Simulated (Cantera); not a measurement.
## Gas activation for diamond growth

A perfectly stirred reactor is fed with CH4 : H2 : O2 = 0.00052 : 1 : 0.0098 (molar parts), equivalence ratio 51, at 10.00 Torr; it is held at 2300 K, and followed from long to short residence time.

Computed with Cantera and GRI-Mech 3.0 (53 species, 325 reactions). Radical loss at walls, strong at low pressure, is not modelled.

```
τ (s)      x CH4   x H2      x O2   x C2H2    x H2O2
------  --------  -----  --------  -------  --------
1.4      1.00e-6  0.923   5.41e-7  1.88e-8  3.47e-12
0.58     5.72e-6  0.938   1.58e-6  3.42e-7  7.85e-12
0.23     3.04e-5  0.949   5.30e-6  4.80e-6  3.21e-11
0.094    8.99e-5  0.954   1.58e-5  2.00e-5  1.15e-10
0.038   0.000176  0.957   4.44e-5  3.04e-5  3.67e-10
0.015   0.000260  0.959  0.000123  2.31e-5   1.11e-9
0.0062  0.000315  0.961  0.000312  1.20e-5   3.00e-9
```
x: mole fraction; the columns are a selection and need not sum to one.
